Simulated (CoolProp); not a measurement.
The fluid at 355.52 K and 1.03 MPa flows at 0.82 m/s in a round tube of 6 mm bore and 45 µm roughness, fully developed (64/Re and Nu = 3.66 if laminar; Colebrook and Gnielinski if turbulent). The same conditions are run with several fluids, on thermodynamics alone (safety and materials aside).

Model: reference Helmholtz-energy equation of state of each fluid (R123: Younglove 1994; water: Wagner 2002; n-octane: Beckmüller 2019; n-heptane: Span 2003; o-xylene: Zhou 2012), in CoolProp.

```json
[
 {"fluid": "R123", "Reynolds number": "28300", "Darcy friction factor": "0.0369", "pressure drop (Pa/m)": "2700", "heat-transfer coefficient (W/(m² K))": "2270", "mass flow (kg/h)": "?"},
 {"fluid": "water", "Reynolds number": "13900", "Darcy friction factor": "0.0390", "pressure drop (Pa/m)": "2120", "heat-transfer coefficient (W/(m² K))": "?", "mass flow (kg/h)": "81.0"},
 {"fluid": "n-octane", "Reynolds number": "11100", "Darcy friction factor": "0.0400", "pressure drop (Pa/m)": "?", "heat-transfer coefficient (W/(m² K))": "1840", "mass flow (kg/h)": "54.4"},
 {"fluid": "n-heptane", "Reynolds number": "?", "Darcy friction factor": "0.0391", "pressure drop (Pa/m)": "1380", "heat-transfer coefficient (W/(m² K))": "2050", "mass flow (kg/h)": "52.6"},
 {"fluid": "o-xylene", "Reynolds number": "10000", "Darcy friction factor": "0.0405", "pressure drop (Pa/m)": "1880", "heat-transfer coefficient (W/(m² K))": "1810", "mass flow (kg/h)": "69.1"}
]
```

### Question
Complete the blanks.

### Answer

- R123, mass flow (kg/h): 109
- water, heat-transfer coefficient (W/(m² K)): 9480
- n-octane, pressure drop (Pa/m): 1460
- n-heptane, Reynolds number: 13600

Transport values come from each fluid's own correlations.
